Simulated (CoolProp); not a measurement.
Properties of chlorine along the isotherm 244.5 K.

The numbers come from the reference Helmholtz-energy equation of state, Thol 2021 in CoolProp.

```json
[
 {"p (kPa)": "60.4", "phase": "gas", "Z": "0.9855", "speed of sound (m/s)": "194.4", "Joule-Thomson coefficient (K/MPa)": "48.22", "isothermal compressibility (1/MPa)": "16.80", "expansivity (1/kK)": "4.290", "fugacity coefficient": "0.9857"},
 {"p (kPa)": "97.6", "phase": "gas", "Z": "0.9763", "speed of sound (m/s)": "193.5", "Joule-Thomson coefficient (K/MPa)": "48.42", "isothermal compressibility (1/MPa)": "10.50", "expansivity (1/kK)": "4.424", "fugacity coefficient": "0.9769"},
 {"p (kPa)": "158", "phase": "liquid", "Z": "0.003558", "speed of sound (m/s)": "1038", "Joule-Thomson coefficient (K/MPa)": "-0.3843", "isothermal compressibility (1/MPa)": "0.001139", "expansivity (1/kK)": "1.795", "fugacity coefficient": "0.7817"},
 {"p (kPa)": "255", "phase": "liquid", "Z": "0.005741", "speed of sound (m/s)": "1038", "Joule-Thomson coefficient (K/MPa)": "-0.3846", "isothermal compressibility (1/MPa)": "0.001137", "expansivity (1/kK)": "1.794", "fugacity coefficient": "0.4854"},
 {"p (kPa)": "412", "phase": "liquid", "Z": "0.009274", "speed of sound (m/s)": "1039", "Joule-Thomson coefficient (K/MPa)": "-0.3849", "isothermal compressibility (1/MPa)": "0.001135", "expansivity (1/kK)": "1.792", "fugacity coefficient": "0.3015"},
 {"p (kPa)": "665", "phase": "liquid", "Z": "0.01497", "speed of sound (m/s)": "1040", "Joule-Thomson coefficient (K/MPa)": "-0.3854", "isothermal compressibility (1/MPa)": "0.001132", "expansivity (1/kK)": "1.789", "fugacity coefficient": "0.1878"},
 {"p (kPa)": "1070", "phase": "liquid", "Z": "0.02407", "speed of sound (m/s)": "1042", "Joule-Thomson coefficient (K/MPa)": "-0.3863", "isothermal compressibility (1/MPa)": "0.001127", "expansivity (1/kK)": "1.784", "fugacity coefficient": "0.1178"},
 {"p (kPa)": "1740", "phase": "liquid", "Z": "0.03911", "speed of sound (m/s)": "1045", "Joule-Thomson coefficient (K/MPa)": "-0.3877", "isothermal compressibility (1/MPa)": "0.001119", "expansivity (1/kK)": "1.776", "fugacity coefficient": "0.07355"},
 {"p (kPa)": "2800", "phase": "liquid", "Z": "0.06286", "speed of sound (m/s)": "1049", "Joule-Thomson coefficient (K/MPa)": "-0.3899", "isothermal compressibility (1/MPa)": "0.001107", "expansivity (1/kK)": "1.764", "fugacity coefficient": "0.04681"},
 {"p (kPa)": "4530", "phase": "liquid", "Z": "0.1015", "speed of sound (m/s)": "1056", "Joule-Thomson coefficient (K/MPa)": "-0.3934", "isothermal compressibility (1/MPa)": "0.001087", "expansivity (1/kK)": "1.744", "fugacity coefficient": "0.03008"},
 {"p (kPa)": "7320", "phase": "liquid", "Z": "0.1635", "speed of sound (m/s)": "1067", "Joule-Thomson coefficient (K/MPa)": "-0.3987", "isothermal compressibility (1/MPa)": "0.001056", "expansivity (1/kK)": "1.714", "fugacity coefficient": "0.01981"},
 {"p (kPa)": "11800", "phase": "liquid", "Z": "0.2624", "speed of sound (m/s)": "1084", "Joule-Thomson coefficient (K/MPa)": "-0.4065", "isothermal compressibility (1/MPa)": "0.001011", "expansivity (1/kK)": "1.669", "fugacity coefficient": "0.01358"},
 {"p (kPa)": "19100", "phase": "liquid", "Z": "0.4217", "speed of sound (m/s)": "1110", "Joule-Thomson coefficient (K/MPa)": "-0.4177", "isothermal compressibility (1/MPa)": "0.0009466", "expansivity (1/kK)": "1.604", "fugacity coefficient": "0.009863"}
]
```
